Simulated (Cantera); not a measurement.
A closed system holds: 1 mol H2O, 0.15 mol O2, 0.39 mol H2, at 550 °C and 0.233 Torr.

Equilibrium computed with Cantera from the NASA thermochemical tables; the gas is ideal and each condensed phase is pure. Candidate condensed phases: H2O; 9 gas species. Equilibrium is a limit: real reactors are often held back by kinetics, nucleation or transport.

Base state: H2O 0.935, H2 0.0647 (mole fractions); condensed: gas only.

Q: What changes in the equilibrium state with this change: temperature from 550 °C to 2800 °C?

A: 
| species | before | after |
|---|---|---|
| H | <1e-9 | 0.677 |
| O | <1e-9 | 0.315 |
| H2 | 0.0647 | 0.00367 |
| H2O | 0.935 | 4.36e-5 |
| OH | <1e-9 | 0.00282 |
| O2 | <1e-9 | 0.00148 |
